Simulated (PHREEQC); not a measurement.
Solution (40 °C): 1.4 mol/kgw LiCl and 1.2 mol/kgw Na2SO4. Closed to the air; pH follows from the charge balance.

Equilibrium calculation in PHREEQC: ion-association model with the Davies equation for every ion, phreeqc.dat.

Precipitation was switched off in this run.

Task: Predict the ionic strength, activity of water.

Result: ionic strength 2.67 mol/kgw; activity of water 0.911.

Task: In which forms is Li present?

Result: Li+ 72 %, LiSO4- 28 % of the Li.

Caution: at this ionic strength the ion-association model is outside its range; a Pitzer model would be the better tool where its parameters exist. Away from 25 °C the constants follow the database's enthalpies or fits; those with neither stay at their 25 °C values.
